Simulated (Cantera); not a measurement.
A perfectly stirred reactor is fed with H2 : O2 = 0.017 : 1 (molar parts), at 10.00 Torr; it is held at 1425 K, and followed from long to short residence time.

Model: GRI-Mech 3.0 (53 species, 325 reactions), integrated in Cantera. Radical loss at walls, strong at low pressure, is not modelled.

One state of this run: x H2 = 0.000597; x O2 = 0.969; x H2O = 0.0144; x HO2 = 6.79e-7; x O = 0.0129; x OH = 0.00263. x: mole fraction; the columns are a selection and need not sum to one.

Task: Which value of τ (s) does it belong to?
(A) 0.48
(B) 0.073
(C) 0.011
(D) 0.19

Result: C, 0.011
